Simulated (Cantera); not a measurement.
Input (Python, Cantera) and output of one run.

```python
import numpy as np
import cantera as ct

gas_names = """
    B2O2 O
""".split()
cond_names = """
    B(b) B(L)
""".split()


# ... load() reads the species with a 1 bar reference pressure and builds the phases ...
species = {s.name: s for s in load("nasa_gas.yaml", gas_names) + load("nasa_condensed.yaml", cond_names)}
# Each term lists the table entries of one substance; the one whose range holds T is used.
reactions = {
    'B2O2(g) = 2 B + 2 O(g)':
        [(-1, ['B2O2']), (2, ['B(b)', 'B(L)']), (2, ['O'])],
}


def pick(names, T):
    return next(species[n] for n in names if species[n].thermo.min_temp <= T <= species[n].thermo.max_temp)


results = []
for label, terms in reactions.items():
    print(label)
    print("     T/K   dH/kJ  dS/(J/K)   dG/kJ   log10 K")
    for T in [2050, 2075, 2100, 2125, 2150, 2175]:
        used = [(nu, pick(names, T)) for nu, names in terms]
        dH = sum(nu * s.thermo.h(T) for nu, s in used) / 1e6
        dS = sum(nu * s.thermo.s(T) for nu, s in used) / 1e3
        dG = dH - T * dS / 1e3
        logK = -dG * 1e6 / (ct.gas_constant * T * np.log(10))
        results.append((label, T, dH, dS, dG, logK, [s.name for _, s in used]))
        print(f"{T:8g} {dH:8.1f} {dS:8.1f} {dG:8.1f} {logK:8.2f}")
```

It prints:

```
B2O2(g) = 2 B + 2 O(g)
     T/K   dH/kJ  dS/(J/K)   dG/kJ   log10 K
    2050    979.2    117.1    739.1   -18.83
    2075    979.6    117.3    736.2   -18.53
    2100    980.0    117.5    733.2   -18.24
    2125    980.5    117.7    730.3   -17.95
    2150    980.9    117.9    727.3   -17.67
    2175    981.3    118.1    724.4   -17.40
```

Cantera with NASA thermochemical tables; ideal gases at 1 bar, condensed phases pure. Condensed species are held in their standard states even where they would react or evaporate.
